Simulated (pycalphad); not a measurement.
Source of the numbers: pycalphad with the COST 507 light-alloy database (1999); pressure 1 atm. The data set is of 1999 and partly superseded. Amounts are mole fractions of atoms.

Give the equilibrium state of Cu-10.29Si (wt.%) at 802 °C.

CU4SI_EPSILON, fraction 0.850, with 9.9 Si wt.%; CU19SI6_ETA, fraction 0.150, with 12.2 Si wt.%.

Give the equilibrium state of Cu-10.29Si (wt.%) at 352 °C.

CU19SI6_ETA, fraction 0.805, with 12.2 Si wt.%; fcc, fraction 0.195, with 3.0 Si wt.%.

Database names, with the compositions (at.%) that they take in these runs: CU4SI_EPSILON: Cu 80 Si 20; CU19SI6_ETA: Cu 76 Si 24.
